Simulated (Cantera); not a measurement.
An adiabatic, constant-pressure homogeneous reactor starts with C3H8 : O2 : N2 = 1 : 3.57 : 13.4 (molar parts), at 1575 K and 3.80 bar. Integrator tolerance rtol = 1e-08.

Model: GRI-Mech 3.0 (53 species, 325 reactions), integrated in Cantera. GRI-Mech 3.0 was tuned for natural gas; its chemistry of propane as a main component is partial and can be far from experiment.

Task: What does this change do: pressure from 3.80 bar to 1.00 bar?

Result: 
```csv
quantity,before,after
time of steepest temperature rise,19.0 µs,46.7 µs
temperature at 0.500 s,2898 K,2805 K
equilibrium temperature,2898 K,2805 K
x(C3H8) at 0.500 s,<1e-12 (gas-phase equilibrium <1e-12),<1e-12 (gas-phase equilibrium <1e-12)
x(O2) at 0.500 s,0.00231 (gas-phase equilibrium 0.00231),0.00372 (gas-phase equilibrium 0.00372)
x(NO2) at 0.500 s,5.08e-7 (gas-phase equilibrium 5.08e-7),3.97e-7 (gas-phase equilibrium 3.97e-7)
x(CO) at 0.500 s,0.102 (gas-phase equilibrium 0.102),0.103 (gas-phase equilibrium 0.103)
x(NO) at 0.500 s,0.00399 (gas-phase equilibrium 0.00399),0.00445 (gas-phase equilibrium 0.00445)
```
